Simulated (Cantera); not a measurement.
Feed: 1 mol N₂O, 0.054 mol SO₂, 40 mol N₂, at 36.0 bar.

Cantera equilibrium calculation (NASA polynomials, part measured and part estimated; ideal gas, pure solids and liquids). Candidate condensed phases: S; 17 gas species. The ideal-gas law is rough above about 30 bar. The numbers say what is thermodynamically allowed, not how fast it happens. All values below are at 1325 °C.

Base state: N₂ 0.986, O₂ 0.0118, SO₂ 0.00128, NO 0.000508, SO₃ 1.95e-5 (mole fractions); condensed: gas only.

**Question.** What changes in the equilibrium state with this change: N₂O replaced by NH₃?

**Answer.** 
| species | before | after |
|---|---|---|
| N₂ | 0.986 | 0.964 |
| H₂ | 0 | 0.0319 |
| H₂O | 0 | 0.00257 |
| O₂ | 0.0118 | <1e-9 |
| H₂S | 0 | 0.00126 |
| NO | 0.000508 | <1e-9 |
| SO₂ | 0.00128 | 1.31e-8 |
| SO₃ | 1.95e-5 | <1e-9 |
| SH | 0 | 1.18e-5 |
Further candidate phases: H₂O, H₂SO₄.
